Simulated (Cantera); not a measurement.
Input: 1 mol SiO₂, 1.5 mol Cl₂, 76 mol N₂, 1.3 mol SiCl₄, at 0.0190 bar.

Cantera equilibrium calculation (NASA polynomials, part measured and part estimated; ideal gas, pure solids and liquids). Candidate condensed phases: Si, SiO₂, Si₂N₂O, Si₃N₄; 23 gas species. The tables hold silica as quartz up to 1696 K and as liquid above; real silica turns to tridymite and cristobalite and melts near 1996 K. Equilibrium is a limit: real reactors are often held back by kinetics, nucleation or transport.

Which condensed phases are stable at each of these points (T (K)): 600, 750, 900, 1050, 1200, 1350, 1500, 1650?


```csv
T (K),condensed phases,Si condensed (%)
600,SiO₂(α-quartz),43.5
750,SiO₂(α-quartz),43.5
900,SiO₂(β-quartz),43.5
1050,SiO₂(β-quartz),43.5
1200,SiO₂(β-quartz),43.5
1350,SiO₂(β-quartz),43.5
1500,SiO₂(β-quartz),43.5
1650,SiO₂(β-quartz),43.4
```

From 600 K to 750 K the condensed part is SiO₂(α-quartz). From 900 K to 1650 K the condensed part is SiO₂(β-quartz).
